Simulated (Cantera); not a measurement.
What does this Cantera script print?

```python
import numpy as np
import cantera as ct

gas = ct.Solution("h2o2.yaml")
gas.TPX = 1273, 2666, {'H2': 0.015, 'O2': 1}
reactor = ct.IdealGasConstPressureReactor(gas, energy="off", clone=False)
net = ct.ReactorNet([reactor])
net.rtol, net.atol = 1e-08, 1e-18
show = ['H2', 'O2', 'H2O', 'H2O2', 'OH', 'O', 'HO2']
times = np.geomspace(0.0005, 100, 15)

steps = ct.SolutionArray(gas, extra=["t"])
rows = []
print(f"{'t/s':>10s}{'T/K':>9s}{'P/Pa':>11s}" + "".join(f"{s:>11s}" for s in show))
for t in times:
    while net.time < t:
        t_next = net.step()
        steps.append(gas.state, t=t_next)
    rows.append([np.interp(t, steps.t, y) for y in (steps.T, steps.P, *steps(*show).X.T)])
    print(f"{t:10.3e}{rows[-1][0]:9.1f}{rows[-1][1]:11.4g}" + "".join(f"{x:11.3e}" for x in rows[-1][2:]))
rate = np.gradient(steps.T, steps.t)
print("integrator steps:", len(steps.t))
if steps.T.max() > steps.T[0] + 200:
    print(f"time of steepest temperature rise: {steps.t[rate.argmax()]:.4e} s")
gas.TPX = 1273, 2666, {'H2': 0.015, 'O2': 1}
gas.equilibrate("TP")
print(f"equilibrium (TP): T = {gas.T:.1f} K  " + "  ".join(f"{s} {gas[s].X[0]:.3e}" for s in show))
```

Output:

```
       t/s      T/K       P/Pa         H2         O2        H2O       H2O2         OH          O        HO2
 5.000e-04   1273.0       2666  1.478e-02  9.852e-01  3.490e-07  5.127e-11  2.593e-07  3.445e-07  5.035e-08
 1.196e-03   1273.0       2666  1.472e-02  9.852e-01  3.910e-05  3.682e-10  2.532e-05  3.405e-05  2.480e-07
 2.859e-03   1273.0       2666  6.717e-04  9.726e-01  1.247e-02  1.023e-07  2.195e-03  1.093e-02  2.564e-06
 6.838e-03   1273.0       2666  8.148e-05  9.730e-01  1.370e-02  4.567e-08  1.348e-03  1.122e-02  1.847e-06
 1.635e-02   1273.0       2666  6.677e-05  9.752e-01  1.389e-02  4.435e-08  1.222e-03  9.111e-03  1.689e-06
 3.910e-02   1273.0       2666  4.399e-05  9.786e-01  1.417e-02  4.093e-08  9.932e-04  5.916e-03  1.386e-06
 9.351e-02   1273.0       2666  2.050e-05  9.820e-01  1.446e-02  3.333e-08  6.798e-04  2.720e-03  9.347e-07
 2.236e-01   1273.0       2666  6.551e-06  9.841e-01  1.467e-02  2.165e-08  3.856e-04  8.628e-04  4.793e-07
 5.347e-01   1273.0       2666  1.629e-06  9.848e-01  1.479e-02  1.058e-08  1.931e-04  2.143e-04  1.869e-07
 1.279e+00   1273.0       2666  3.800e-07  9.850e-01  1.484e-02  4.072e-09  9.365e-05  5.011e-05  6.135e-08
 3.058e+00   1273.0       2666  9.551e-08  9.851e-01  1.486e-02  1.395e-09  4.710e-05  1.264e-05  2.125e-08
 7.312e+00   1273.0       2666  2.759e-08  9.851e-01  1.488e-02  4.819e-10  2.538e-05  3.666e-06  1.158e-08
 1.749e+01   1273.0       2666  9.768e-09  9.851e-01  1.488e-02  1.921e-10  1.513e-05  1.303e-06  1.173e-08
 4.182e+01   1273.0       2666  5.402e-09  9.851e-01  1.488e-02  1.157e-10  1.126e-05  7.224e-07  1.387e-08
 1.000e+02   1273.0       2666  4.923e-09  9.851e-01  1.488e-02  1.072e-10  1.075e-05  6.586e-07  1.432e-08
integrator steps: 2019
equilibrium (TP): T = 1273.0 K  H2 4.919e-09  O2 9.851e-01  H2O 1.488e-02  H2O2 1.071e-10  OH 1.075e-05  O 6.580e-07  HO2 1.433e-08
```

Cantera simulation using the H2/O2 subset of GRI-Mech 3.0, which has no nitrogen chemistry; the numbers are that mechanism's predictions, not measurements. Radical loss at walls, strong at low pressure, is not modelled.
